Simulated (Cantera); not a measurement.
Adiabatic ignition

An adiabatic, constant-volume homogeneous reactor starts with H₂ : O₂ : N₂ : NO = 1 : 1.52 : 5.7 : 0.071 (molar parts), at 1575 K and 1.09 atm.

Cantera simulation using GRI-Mech 3.0 (53 species, 325 reactions); the numbers are that mechanism's predictions, not measurements.

| t (s) | T (K) | P (bar) | x H₂ | x O₂ | x N₂O | x NO | x H | x H₂O₂ |
|---|---|---|---|---|---|---|---|---|
| 4.00e-6 | 1575 | 1.10 | 0.121 | 0.183 | 1.68e-8 | 0.00856 | 2.57e-5 | 1.94e-8 |
| 2.01e-5 | 1924 | 1.32 | 0.0103 | 0.117 | 4.05e-7 | 0.00874 | 0.0225 | 6.85e-7 |
| 0.000101 | 2441 | 1.62 | 0.00267 | 0.124 | 9.23e-7 | 0.00908 | 0.00182 | 2.70e-7 |
| 0.000504 | 2499 | 1.65 | 0.00156 | 0.126 | 1.07e-6 | 0.00946 | 0.000778 | 3.83e-7 |
| 0.00253 | 2496 | 1.65 | 0.00155 | 0.125 | 1.08e-6 | 0.0109 | 0.000764 | 3.80e-7 |
| 0.0127 | 2489 | 1.64 | 0.00151 | 0.123 | 1.10e-6 | 0.0148 | 0.000730 | 3.71e-7 |
| 0.0635 | 2485 | 1.64 | 0.00149 | 0.123 | 1.12e-6 | 0.0165 | 0.000715 | 3.67e-7 |
| 0.318 | 2485 | 1.64 | 0.00149 | 0.123 | 1.12e-6 | 0.0165 | 0.000715 | 3.67e-7 |
| 1.60 | 2485 | 1.64 | 0.00149 | 0.123 | 1.12e-6 | 0.0165 | 0.000715 | 3.67e-7 |
| 8.00 | 2485 | 1.64 | 0.00149 | 0.123 | 1.12e-6 | 0.0165 | 0.000715 | 3.67e-7 |
x: mole fraction; the columns are a selection and need not sum to one.

```
Item                                                                 Value
---------------------------------  ---------------------------------------
time of steepest temperature rise                                  11.7 µs
temperature at 8.00 s                                               2485 K
equilibrium temperature                                             2485 K
x(H₂) at 8.00 s                    0.00149 (gas-phase equilibrium 0.00149)
x(O₂) at 8.00 s                        0.123 (gas-phase equilibrium 0.123)
x(N₂O) at 8.00 s                   1.12e-6 (gas-phase equilibrium 1.12e-6)
```
